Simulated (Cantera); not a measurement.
Mixture: 8.24 % CH₄, 19.3 % O₂, 72.4 % N₂, equivalence ratio 0.85, at 100000 Pa, adiabatic and at constant pressure. Ignition delay is the time to a rise of 400 K.

Computed with Cantera and GRI-Mech 3.0 (53 species, 325 reactions).

Question: Predict: delay at 1173 K; delay at 1373 K; delay at 1573 K; delay at 1773 K; delay at 1973 K; apparent activation energy between 1773 and 1973 K.

Answer: 
```json
{
 "delay at 1173 K": "62.4 ms",
 "delay at 1373 K": "4.38 ms",
 "delay at 1573 K": "0.562 ms",
 "delay at 1773 K": "0.129 ms",
 "delay at 1973 K": "43.3 µs",
 "apparent activation energy between 1773 and 1973 K": "160 kJ/mol"
}
```
